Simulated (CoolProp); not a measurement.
The fluid at 470 K and 0.384 MPa flows at 0.4 m/s in a round tube of 1 mm bore and 0.25 µm roughness, fully developed (64/Re and Nu = 3.66 if laminar; Colebrook and Gnielinski if turbulent). The same conditions are run with several fluids, on thermodynamics alone (safety and materials aside).

Model: reference Helmholtz-energy equation of state of each fluid (R227EA: Lemmon 2016; R123: Younglove 1994; ethane: Bücker 2006; R22: Kamei 1995; R410A: Lemmon 2003), in CoolProp. Blends and air are pseudo-pure fits.

Rank R227EA, R123, ethane, R22, R410A by Reynolds number, highest first.

R123 (379), R227EA (377), R22 (161), R410A (143), ethane (84.4)

```csv
fluid,Darcy friction factor,pressure drop (Pa/m),heat-transfer coefficient (W/(m² K)),mass flow (kg/h)
R227EA,0.170,232,98.6,0.0193
R123,0.169,210,70.7,0.0176
ethane,0.758,180,177,0.00336
R22,0.398,274,91.2,0.00972
R410A,0.448,258,95.9,0.00814
```

Transport values come from each fluid's own correlations; those of R227EA, R22 are estimates that may be off by 10 % or more.
